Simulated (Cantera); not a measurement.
**Thermodynamics of carbothermic reduction, feed Fe2O3 + CO + H2**

Charge: 1 mol Fe2O3, 0.95 mol CO, 0.78 mol H2, equilibrated at 1777 °C.

Method: chemical equilibrium by Gibbs-energy minimisation in Cantera with the NASA 1993 tables (ideal gas, pure condensed phases). Candidate condensed phases: C, C6H6, C7H8, C8H18, Fe, Fe(CO)5, FeO, Fe(OH)2, Fe(OH)3, Fe2O3, Fe3O4, H2O; 114 gas species. The tables' stoichiometric FeO is somewhat more stable than real wüstite, so its field is too wide. FeO: taken at fixed stoichiometry. Equilibrium is a limit: real reactors are often held back by kinetics, nucleation or transport.

```json
[
 {"P (Pa)": "10", "log p Fe": "-4.45", "log p H2O": "-4.87", "log p CO": "-5.11", "log p CO2": "-4.86", "log p O2": "-4.91", "log p H2": "-5.80", "log p FeO": "-5.18", "log p O": "-5.47", "log p H": "-5.54", "log p OH": "-5.58", "n FeO(l)": "0.159"},
 {"P (Pa)": "100", "log p Fe": "-4.19", "log p H2O": "-3.49", "log p CO": "-3.60", "log p CO2": "-3.61", "log p O2": "-5.43", "log p H2": "-4.15", "log p FeO": "-5.18", "log p O": "-5.73", "log p H": "-4.72", "log p OH": "-5.02", "n FeO(l)": "1.86"},
 {"P (Pa)": "1000", "log p Fe": "-4.08", "log p H2O": "-2.46", "log p CO": "-2.51", "log p CO2": "-2.64", "log p O2": "-5.66", "log p H2": "-3.02", "log p FeO": "-5.18", "log p O": "-5.84", "log p H": "-4.15", "log p OH": "-4.56", "n FeO(l)": "1.98"},
 {"P (Pa)": "10000", "log p Fe": "-4.06", "log p H2O": "-1.46", "log p CO": "-1.50", "log p CO2": "-1.64", "log p O2": "-5.69", "log p H2": "-2.00", "log p FeO": "-5.18", "log p O": "-5.86", "log p H": "-3.64", "log p OH": "-4.07", "n FeO(l)": "2.00"},
 {"P (Pa)": "100000", "log p Fe": "-4.06", "log p H2O": "-0.46", "log p CO": "-0.50", "log p CO2": "-0.64", "log p O2": "-5.69", "log p H2": "-0.99", "log p FeO": "-5.18", "log p O": "-5.86", "log p H": "-3.14", "log p OH": "-3.57", "n FeO(l)": "2.00"},
 {"P (Pa)": "1000000", "log p Fe": "-4.06", "log p H2O": "0.54", "log p CO": "0.50", "log p CO2": "0.36", "log p O2": "-5.69", "log p H2": "0.01", "log p FeO": "-5.18", "log p O": "-5.86", "log p H": "-2.64", "log p OH": "-3.07", "n FeO(l)": "2.00"}
]
```
log p: log10 of the partial pressure in bar; n: condensed amount in mol.

From 10.0 Pa to 10.0 bar the condensed part is FeO(l). The main Fe-bearing gas is Fe at 10.0 Pa and Fe(OH)2 at 10.0 bar.
